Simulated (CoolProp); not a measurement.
Ethylbenzene along the isotherm 346.85 °C: Z from the reference equation and from simpler models built on Tc = 344.0 °C, pc = 3.622 MPa, ω = 0.304; each cubic takes its own stable root.

Model: reference Helmholtz-energy equation of state, Zhou 2012, in CoolProp.

| p (MPa) | phase | reference | Soave-Redlich-Kwong | Peng-Robinson |
|---|---|---|---|---|
| 0.906 | gas | 0.9068 | 0.9112 | 0.9019 |
| 1.81 | gas | 0.7992 | 0.8090 | 0.7913 |
| 2.72 | gas | 0.6608 | 0.6802 | 0.6552 |
| 3.62 | gas | 0.4119 | 0.4552 | 0.4272 |
| 4.53 | supercritical | 0.2099 | 0.2696 | 0.2444 |
| 5.43 | supercritical | 0.2349 | 0.2929 | 0.2645 |
| 6.34 | supercritical | 0.2634 | 0.3219 | 0.2902 |
| 7.24 | supercritical | 0.2923 | 0.3521 | 0.3170 |
| 8.15 | supercritical | 0.3217 | 0.3829 | 0.3445 |
| 9.06 | supercritical | 0.3509 | 0.4137 | 0.3720 |
